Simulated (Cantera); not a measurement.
A Cantera script and what it prints.

```python
import numpy as np
import cantera as ct

gas_names = [...]  # 123 gases of nasa_gas.yaml made of C, H, O, Si
cond_names = """
    C(gr) C6H6(L) C7H8(L) C8H18(L),n-octa H2O(s) H2O(L) Si(cr) Si(L) SiC(b) SiO2(Lqz) SiO2(hqz) SiO2(L)
""".split()


# ... load() reads the species with a 1 bar reference pressure and builds the phases ...
atoms = {
    'HMDSO': {'Si': 2, 'C': 6, 'H': 18, 'O': 1},
    'O2': {'O': 2},
}
top_T = {'C(gr)': 4500, 'SiC(b)': 3050}  # K; cautious upper limits of use, not melting points


# ... equilibrate(T, P, feed) seeds the gas with the atoms and calls Mixture.equilibrate('TP', solver="vcs", rtol=1e-11, max_steps=5000) ...
results = []
feed = {'HMDSO': 1, 'O2': 0.15}  # mol
P = 410  # Pa
for T in [1348, 1423, 1498, 1573, 1648, 1723, 1798, 1873, 1948, 2023]:
    mix = equilibrate(T, P, feed)
    results.append((T, P, feed, dict(zip(mix.species_names, mix.species_moles))))
    x = sorted(zip(gas.X, gas.species_names), reverse=True)
    print(f"T = {T:g} K  P = {P:g} Pa  gas = {mix.phase_moles(0):.4g} mol")
    print("   x: " + "  ".join(f"{s} {v:.3e}" for v, s in x if v > 1e-06))
    print("   condensed (mol): " + ("  ".join(f"{mix.phase(i).name} {mix.phase_moles(i):.4g}"
          for i in range(1, mix.n_phases) if mix.phase_moles(i) > 1e-12) or "none"))
```

It prints:

```
T = 1348 K  P = 410 Pa  gas = 10.3 mol
   x: H2 8.737e-01  CO 1.261e-01  SiO 1.215e-04  H 3.378e-05  CH4 1.826e-05  H2O 2.635e-06  C2H2,acetylene 1.051e-06
   condensed (mol): C(gr) 2.702  SiC(b) 1.999
T = 1423 K  P = 410 Pa  gas = 10.3 mol
   x: H2 8.737e-01  CO 1.260e-01  SiO 1.758e-04  H 9.696e-05  CH4 1.192e-05  C2H2,acetylene 3.000e-06  H2O 1.393e-06
   condensed (mol): C(gr) 2.703  SiC(b) 1.998
T = 1498 K  P = 410 Pa  gas = 10.3 mol
   x: H2 8.735e-01  CO 1.260e-01  H 2.508e-04  SiO 2.448e-04  CH4 8.118e-06  C2H2,acetylene 7.698e-06
   condensed (mol): C(gr) 2.705  SiC(b) 1.997
T = 1573 K  P = 410 Pa  gas = 10.3 mol
   x: H2 8.732e-01  CO 1.258e-01  H 5.934e-04  SiO 3.300e-04  C2H2,acetylene 1.803e-05  CH4 5.735e-06
   condensed (mol): C(gr) 2.706  SiC(b) 1.997
T = 1648 K  P = 410 Pa  gas = 10.31 mol
   x: H2 8.725e-01  CO 1.257e-01  H 1.299e-03  SiO 4.325e-04  C2H2,acetylene 3.903e-05  CH4 4.181e-06
   condensed (mol): C(gr) 2.708  SiC(b) 1.996
T = 1723 K  P = 410 Pa  gas = 10.31 mol
   x: H2 8.712e-01  CO 1.255e-01  H 2.658e-03  SiO 5.529e-04  C2H2,acetylene 7.884e-05  Si 3.998e-06  CH4 3.131e-06
   condensed (mol): C(gr) 2.71  SiC(b) 1.994
T = 1798 K  P = 410 Pa  gas = 10.33 mol
   x: H2 8.688e-01  CO 1.252e-01  H 5.125e-03  SiO 6.915e-04  C2H2,acetylene 1.499e-04  Si 1.795e-05  CH4 2.397e-06  SiH 1.230e-06
   condensed (mol): C(gr) 2.711  SiC(b) 1.993
T = 1873 K  P = 410 Pa  gas = 10.35 mol
   x: H2 8.647e-01  CO 1.248e-01  H 9.373e-03  SiO 8.481e-04  C2H2,acetylene 2.698e-04  Si 7.140e-05  SiH 3.961e-06  CH4 1.869e-06  SiC2 1.566e-06  SiH2 1.408e-06  Si2C 1.100e-06
   condensed (mol): C(gr) 2.713  SiC(b) 1.99
T = 1948 K  P = 410 Pa  gas = 10.39 mol
   x: H2 8.578e-01  CO 1.241e-01  H 1.634e-02  SiO 1.021e-03  C2H2,acetylene 4.623e-04  Si 2.550e-04  SiH 1.162e-05  SiC2 8.226e-06  Si2C 5.575e-06  SiH2 3.025e-06  CH4 1.476e-06
   condensed (mol): C(gr) 2.714  SiC(b) 1.986
T = 2023 K  P = 410 Pa  gas = 10.45 mol
   x: H2 8.466e-01  CO 1.232e-01  H 2.729e-02  SiO 1.209e-03  Si 8.276e-04  C2H2,acetylene 7.563e-04  SiC2 3.809e-05  SiH 3.136e-05  Si2C 2.497e-05  SiH2 6.101e-06  CH4 1.174e-06
   condensed (mol): C(gr) 2.718  SiC(b) 1.977
```

Cantera equilibrium calculation (NASA polynomials, part measured and part estimated; ideal gas, pure solids and liquids). The feed counts by its element totals alone.
